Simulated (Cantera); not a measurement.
Charge: 1 mol Fe(CO)5, 23 mol H2, equilibrated at 1 atm.

Equilibrium computed with Cantera from the NASA thermochemical tables; the gas is ideal and each condensed phase is pure. Candidate condensed phases: C, C6H6, C7H8, C8H18, Fe, Fe(CO)5, FeO, Fe(OH)2, Fe(OH)3, Fe2O3, Fe3O4, H2O; 114 gas species. Rates play no part.

**Question.** At 1498 K, list the 6 most abundant gas species with their mole fractions, and the condensed phases.

**Answer.** H2 0.821, CO 0.178, CH4 0.000702, H2O 0.000650, CO2 5.47e-5, H 1.55e-5. Condensed: Fe(γ).
